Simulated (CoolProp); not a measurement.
Vapour-liquid equilibrium of acetone (1) + n-hexane (2) at 2.31 bar; x and y are mole fractions of (1).

Values from CoolProp's multi-fluid Helmholtz-energy mixture model, Lemmon 2006 and Thol 2019; pair parameters Bell 2016.

**Question.** Give the bubble temperature and the first vapour's composition at x = 0.35, 0.8, 0.95. Is there an azeotrope?

**Answer.** x = 0.35: 351.2 K, y = 0.536; x = 0.8: 350.1 K, y = 0.730; x = 0.95: 353.3 K, y = 0.898. y crosses x between x = 0.5 and 0.65: the model has an azeotrope there.

Pair parameters are fitted to limited data, so mixtures are less certain than the pure fluids.
